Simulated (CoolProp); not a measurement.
Vapour-liquid equilibrium of acetone (1) + p-xylene (2) at 845 kPa; x and y are mole fractions of (1).

The numbers come from the multi-fluid Helmholtz-energy mixture model, Lemmon 2006 and Zhou 2012; pair parameters Bell 2016 in CoolProp.

Q: Give the bubble temperature and the first vapour's composition at x = 0.2, 0.5, 0.95. Is there an azeotrope?

A: x = 0.2: 466.8 K, y = 0.592; x = 0.5: 435.2 K, y = 0.842; x = 0.95: 410.6 K, y = 0.987. No azeotrope shows between x = 0.05 and 0.95.

The pair parameters rest on a limited set of measurements; away from them the model extrapolates.
